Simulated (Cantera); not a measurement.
**B + N2 (boron, boron nitride and boron oxide)**

A closed system holds: 1 mol B, 15 mol N2, equilibrated at 0.00120 bar.

Cantera equilibrium calculation (NASA polynomials, part measured and part estimated; ideal gas, pure solids and liquids). Candidate condensed phases: B, BN; 5 gas species. N2 is the only nitrogen source here; it is nearly inert below about 1500 K, so the nitride shown seldom forms there in practice. Rates play no part.

From 898 K to 2098 K the condensed part is BN(s). At 2248 K the condensed part is B(s). At 2398 K the condensed part is B(l).

| T (K) | log p N2 | log p B | log p BN | log p B2 | log p N | n BN(s) | n B(s) | n B(l) |
|---|---|---|---|---|---|---|---|---|
| 898 | -2.92 | <-14 | <-14 | <-14 | <-14 | 1.00 | 0 | 0 |
| 1048 | -2.92 | <-14 | <-14 | <-14 | <-14 | 1.00 | 0 | 0 |
| 1198 | -2.92 | <-14 | <-14 | <-14 | <-14 | 1.00 | 0 | 0 |
| 1348 | -2.92 | <-14 | <-14 | <-14 | <-14 | 1.00 | 0 | 0 |
| 1498 | -2.92 | -14.42 | <-14 | <-14 | -14.70 | 1.00 | 0 | 0 |
| 1648 | -2.92 | -11.86 | -12.80 | <-14 | -13.18 | 1.00 | 0 | 0 |
| 1798 | -2.92 | -9.74 | -10.90 | <-14 | -11.91 | 1.000 | 0 | 0 |
| 1948 | -2.92 | -7.94 | -9.30 | -13.79 | -10.84 | 1.000 | 0 | 0 |
| 2098 | -2.92 | -6.40 | -7.93 | -11.28 | -9.92 | 0.995 | 0 | 0 |
| 2248 | -2.92 | -5.28 | -6.96 | -9.53 | -9.12 | 0 | 0.933 | 0 |
| 2398 | -2.93 | -4.51 | -6.31 | -8.41 | -8.43 | 0 | 0 | 0.593 |
log p: log10 of the partial pressure in bar; n: condensed amount in mol.
